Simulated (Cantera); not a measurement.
# Adiabatic ignition

An adiabatic, constant-pressure homogeneous reactor starts with CH3OH : O2 : N2 = 1 : 3.41 : 12.8 (molar parts), at 1325 K and 0.320 bar.

Cantera simulation using GRI-Mech 3.0 (53 species, 325 reactions); the numbers are that mechanism's predictions, not measurements. GRI-Mech 3.0 was tuned for natural gas; its chemistry of methanol as a main component is partial and can be far from experiment.

```csv
t (s),T (K),x CH3OH,x O2,x HO2,x C2H2,x C2H4,x O
2.00e-6,1325,0.0581,0.198,2.30e-8,<1e-12,<1e-12,1.12e-9
5.02e-6,1325,0.0581,0.198,1.02e-7,<1e-12,<1e-12,1.64e-9
1.26e-5,1325,0.0581,0.198,3.26e-7,<1e-12,<1e-12,1.73e-9
3.17e-5,1325,0.0581,0.198,9.15e-7,<1e-12,1.11e-12,1.78e-9
7.96e-5,1325,0.0581,0.198,2.51e-6,<1e-12,1.10e-11,1.90e-9
0.000200,1325,0.0581,0.198,6.97e-6,<1e-12,8.64e-11,2.11e-9
0.000502,1325,0.0581,0.198,1.90e-5,<1e-12,3.85e-10,2.54e-9
0.00126,1325,0.0580,0.198,4.95e-5,<1e-12,9.53e-10,4.58e-9
0.00317,1327,0.0568,0.197,0.000179,1.23e-12,1.73e-9,3.12e-8
0.00796,2186,<1e-12,0.106,2.59e-6,<1e-12,<1e-12,0.00439
0.0200,2242,<1e-12,0.106,3.18e-6,<1e-12,<1e-12,0.00204
0.0502,2241,<1e-12,0.106,3.16e-6,<1e-12,<1e-12,0.00202
0.126,2238,<1e-12,0.105,3.11e-6,<1e-12,<1e-12,0.00198
0.317,2233,<1e-12,0.103,3.03e-6,<1e-12,<1e-12,0.00190
0.796,2229,<1e-12,0.102,2.96e-6,<1e-12,<1e-12,0.00184
2.00,2228,<1e-12,0.102,2.95e-6,<1e-12,<1e-12,0.00183
```
x: mole fraction; the columns are a selection and need not sum to one.

The time of steepest temperature rise comes out as 5.53 ms. The temperature at 2.00 s comes out as 2228 K and the equilibrium temperature comes out as 2228 K. The x(CH3OH) at 2.00 s is <1e-12 (gas-phase equilibrium <1e-12) and the x(O2) at 2.00 s is 0.102 (gas-phase equilibrium 0.102). The x(HO2) at 2.00 s is 2.95e-6 (gas-phase equilibrium 2.95e-6).
